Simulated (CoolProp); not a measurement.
The numbers come from the reference Helmholtz-energy equation of state, Lemmon 2006 in CoolProp. It is a short technical equation, of lower accuracy than the large ones.

**Question.** For CH3F (R41), give the phase and the density (kg/m³), Joule-Thomson coefficient (K/MPa), fugacity coefficient at 360.8 K and 2460 kPa.

**Answer.** 
- 360.8 K and 2460 kPa: gas; density 31.4, Joule-Thomson coefficient 10.1, fugacity coefficient 0.897
